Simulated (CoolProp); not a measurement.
A simple Rankine cycle with n-perfluorohexane: condensing at 324.15 K, boiler at 0.897 MPa, turbine inlet 449 K, turbine efficiency 0.65, pump efficiency 0.7, no recuperator. Each further row changes one setting.

Values from CoolProp's reference Helmholtz-energy equation of state, Gao 2022.

```
case                             thermal efficiency (%)  net work (kJ/kg)  heat in (kJ/kg)  turbine exit temperature (K)  volume ratio over the turbine
-------------------------------  ----------------------  ----------------  ---------------  ----------------------------  -----------------------------
as stated                                    (withheld)              14.4              195                    (withheld)                           12.9
condensing temperature 316.15 K                     8.0        (withheld)              204                    (withheld)                           17.3
boiler pressure 0.628 MPa                           6.5        (withheld)              198                         430.7                           8.37
turbine efficiency 0.55                             6.2        (withheld)              195                    (withheld)                           13.0
```

What belongs in the gaps?


- as stated, thermal efficiency (%): 7.4
- as stated, turbine exit temperature (K): 425.8
- condensing temperature 316.15 K, net work (kJ/kg): 16.3
- condensing temperature 316.15 K, turbine exit temperature (K): 423.6
- boiler pressure 0.628 MPa, net work (kJ/kg): 12.8
- turbine efficiency 0.55, net work (kJ/kg): 12.1
- turbine efficiency 0.55, turbine exit temperature (K): 428.1
